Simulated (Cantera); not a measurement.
Charge: 1 mol SrCl₂, 9.7 mol H₂, held at 0.00510 bar.

These are equilibrium values from Cantera (NASA tables, ideal gas, pure condensed phases), not measurements of a reactor. Candidate condensed phases: Sr, SrCl₂; 8 gas species. Equilibrium is a limit: real reactors are often held back by kinetics, nucleation or transport.

Question: What share of the Sr ends up in condensed phases as a function of T (K), at 1275, 1350, 1425, 1500, 1575, 1650, 1725, 1800, 1875, 1950?

Answer: 
| T (K) | Sr condensed (%) | as |
|---|---|---|
| 1275 | 98.6 | SrCl₂(l) |
| 1350 | 93.5 | SrCl₂(l) |
| 1425 | 73.9 | SrCl₂(l) |
| 1500 | 5.6 | SrCl₂(l) |
| 1575 | 0.0 | - |
| 1650 | 0.0 | - |
| 1725 | 0.0 | - |
| 1800 | 0.0 | - |
| 1875 | 0.0 | - |
| 1950 | 0.0 | - |
